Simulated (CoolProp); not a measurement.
A Linde-Hampson liquefier for CF4 (R14): isothermal reversible compression at 250 K from 1 atm to 15 MPa, throttling to 1 atm, return gas leaving the recuperator 2 K below the feed. Each further row changes one setting.

Model: reference Helmholtz-energy equation of state, Platzer 1990, in CoolProp. This equation is an older, rougher fit; its heat capacities, sound speeds and derivatives of the liquid may be far off and weren't checked against measurements.

| case | liquid yield per pass | compression work (kJ/kg of gas) |
|---|---|---|
| as stated | 0.421 | 95.7 |
| high pressure 30 MPa | 0.432 | 109 |
| warm-end temperature 280 K | 0.304 | 116 |
| warm-end gap 7 K | 0.412 | 95.7 |
